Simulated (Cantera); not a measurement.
A perfectly stirred reactor is fed with CO : H₂ : CH₄ : O₂ : N₂ : H₂O = 1 : 0.059 : 0.053 : 0.424 : 1.36 : 0.85 (molar parts), equivalence ratio 1.5, at 250000 Pa; it is adiabatic with a 500 K inlet, and is followed from long to short residence time, starting on the burning branch (τ in s: 0.073, 0.033, 0.015, 0.0066, 0.0029, 0.0013, 0.00059, 0.00026, 0.00012, 5.2e-05).

Computed with Cantera and GRI-Mech 3.0 (53 species, 325 reactions).

Task: What does this change do: H2O 0.85 to 0.54 parts?

Result: 
| quantity | before | after |
|---|---|---|
| blow-out, bracketed by the residence times tried | burning at 52.0 µs, the shortest tried | burning at 52.0 µs, the shortest tried |
| x(CO) at τ = 73.0 ms | 0.0978 | 0.116 |
| x(H₂) at τ = 73.0 ms | 0.0259 | 0.0201 |
| x(CH₄) at τ = 73.0 ms | 3.42e-6 | 1.48e-6 |
| x(N₂O) at τ = 73.0 ms | 8.20e-9 | 1.79e-8 |
| x(CH₂O) at τ = 73.0 ms | 1.86e-7 | 1.27e-7 |
| x(CO) at τ = 1.30 ms | 0.101 | 0.121 |
| x(H₂) at τ = 1.30 ms | 0.0268 | 0.0215 |
| x(CH₄) at τ = 1.30 ms | 1.57e-5 | 1.05e-5 |
| x(N₂O) at τ = 1.30 ms | 3.92e-8 | 5.87e-8 |
| x(CH₂O) at τ = 1.30 ms | 1.64e-6 | 1.32e-6 |

Task: What does this change do: pressure from 250000 Pa to 57000 Pa?

Result: 
```json
[
 {"quantity": "blow-out, bracketed by the residence times tried", "before": "burning at 52.0 µs, the shortest tried", "after": "burning at 0.120 ms, out at 52.0 µs"},
 {"quantity": "x(CO) at τ = 73.0 ms", "before": "0.0978", "after": "0.0986"},
 {"quantity": "x(H₂) at τ = 73.0 ms", "before": "0.0259", "after": "0.0265"},
 {"quantity": "x(CH₄) at τ = 73.0 ms", "before": "3.42e-6", "after": "1.83e-6"},
 {"quantity": "x(N₂O) at τ = 73.0 ms", "before": "8.20e-9", "after": "8.43e-9"},
 {"quantity": "x(CH₂O) at τ = 73.0 ms", "before": "1.86e-7", "after": "2.01e-7"},
 {"quantity": "x(CO) at τ = 1.30 ms", "before": "0.101", "after": "0.108"},
 {"quantity": "x(H₂) at τ = 1.30 ms", "before": "0.0268", "after": "0.0321"},
 {"quantity": "x(CH₄) at τ = 1.30 ms", "before": "1.57e-5", "after": "2.20e-5"},
 {"quantity": "x(N₂O) at τ = 1.30 ms", "before": "3.92e-8", "after": "1.95e-8"},
 {"quantity": "x(CH₂O) at τ = 1.30 ms", "before": "1.64e-6", "after": "2.01e-6"}
]
```
